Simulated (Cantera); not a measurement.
A perfectly stirred reactor is fed with CH₄ : N₂ = 1 : 29 (molar parts), at 20.0 Torr; it is held at 1725 K, and followed from long to short residence time.

Computed with Cantera and GRI-Mech 3.0 (53 species, 325 reactions). GRI-Mech 3.0 stops at C3 and has no aromatics, soot or wall deposition, so with more carbon than oxygen in the feed, carbon stays in small species such as C2H2 where larger ones or solid carbon would form. Radical loss at walls, strong at low pressure, is not modelled.

Predict: x(CH₄) at τ = 19.0 s; x(CH₂) at τ = 19.0 s; x(C₂H₂) at τ = 19.0 s; x(H₂) at τ = 19.0 s; x(C₂H) at τ = 19.0 s; x(CH₄) at τ = 45.0 ms; x(CH₂) at τ = 45.0 ms; x(C₂H₂) at τ = 45.0 ms; x(H₂) at τ = 45.0 ms; x(C₂H) at τ = 45.0 ms.


```json
{
  "x(CH₄) at τ = 19.0 s": "0.00103",
  "x(CH₂) at τ = 19.0 s": "2.73e-7",
  "x(C₂H₂) at τ = 19.0 s": "0.0155",
  "x(H₂) at τ = 19.0 s": "0.0467",
  "x(C₂H) at τ = 19.0 s": "3.52e-7",
  "x(CH₄) at τ = 45.0 ms": "0.0273",
  "x(CH₂) at τ = 45.0 ms": "6.51e-7",
  "x(C₂H₂) at τ = 45.0 ms": "0.00178",
  "x(H₂) at τ = 45.0 ms": "0.00731",
  "x(C₂H) at τ = 45.0 ms": "2.12e-8"
}
```
